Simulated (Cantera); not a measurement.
Cantera run:

```python
import numpy as np
import cantera as ct

gas_names = """
    CL CL2 H HCL H2 K KCL KH K2 K2CL2
""".split()
cond_names = """
    K(cr) K(L) KCL(s) KCL(L)
""".split()


def load(file, names, dense=False):
    # The tables refer to 1 bar. Condensed volumes are neglected.
    table = {s.name: s for s in ct.Species.list_from_file(file)}
    out = []
    for n in names:
        d = dict(table[n].input_data)
        d["thermo"] = dict(d["thermo"], **{"reference-pressure": 1e5})
        if dense:
            d["equation-of-state"] = {"model": "constant-volume", "density": "1e6 g/cm^3"}
        out.append(ct.Species.from_dict(d))
    return out


gas = ct.Solution(thermo="ideal-gas", species=load("nasa_gas.yaml", gas_names))
cond = {s.name: ct.Solution(thermo="fixed-stoichiometry", species=[s], name=s.name)
        for s in load("nasa_condensed.yaml", cond_names, dense=True)}
atoms = {
    'KCl': {'K': 1, 'CL': 1},
    'H2': {'H': 2},
}
top_T = {}  # K; cautious upper limits of use, not melting points


def equilibrate(T, P, feed):
    n = {}
    for name, mol in feed.items():
        for a, k in atoms[name].items():
            n[a] = n.get(a, 0.0) + k * mol
    gas.TPX = T, P, n
    mass = sum(n.values()) * gas.mean_molecular_weight
    gas.equilibrate("TP")
    valid = [c for c in cond.values() if c.min_temp <= T <= top_T.get(c.name, c.max_temp)]
    mix = ct.Mixture([(gas, mass / gas.mean_molecular_weight)] + [(c, 0.0) for c in valid])
    mix.T, mix.P = T, P
    mix.equilibrate("TP", solver="vcs", rtol=1e-11, max_steps=5000)
    return mix


results = []
feed = {'KCl': 1, 'H2': 0.22}  # mol
P = 1000  # Pa
for T in [1473, 1573, 1673, 1773, 1873, 1973, 2073]:
    mix = equilibrate(T, P, feed)
    results.append((T, P, feed, dict(zip(mix.species_names, mix.species_moles))))

top = {s: max(r[3][s] / sum(r[3][g] for g in gas_names) for r in results) for s in gas_names}
cols = sorted((s for s in top if top[s] > 1e-05), key=lambda s: -top[s])[:6]
seen = [c for c in cond_names if any(r[3].get(c, 0) > 1e-12 for r in results)]
print("log10 of partial pressures in bar; condensed amounts in mol")
print(f"{'T/K':>10s}" + "".join(f"{s[:9]:>10s}" for s in cols + seen))
for T, P, feed, n in results:
    ng = sum(n[g] for g in gas_names)
    print(f"{T:10.4g}" + "".join(f"{np.log10(max(n[s] / ng * P / 1e5, 1e-99)):10.3f}" for s in cols)
          + "".join(f"{n.get(c, 0):10.4g}" for c in seen))
```

Result:

```
log10 of partial pressures in bar; condensed amounts in mol
       T/K       KCL        H2         K       HCL     K2CL2         H
      1473    -2.101    -2.742    -4.397    -4.397    -3.758    -6.269
      1573    -2.096    -2.751    -4.159    -4.160    -4.155    -5.766
      1673    -2.097    -2.759    -3.953    -3.954    -4.512    -5.323
      1773    -2.100    -2.770    -3.772    -3.774    -4.834    -4.931
      1873    -2.106    -2.784    -3.611    -3.616    -5.125    -4.582
      1973    -2.114    -2.803    -3.468    -3.479    -5.392    -4.271
      2073    -2.125    -2.829    -3.341    -3.362    -5.640    -3.994
```

Equilibrium computed with Cantera from the NASA thermochemical tables; the gas is ideal and each condensed phase is pure.
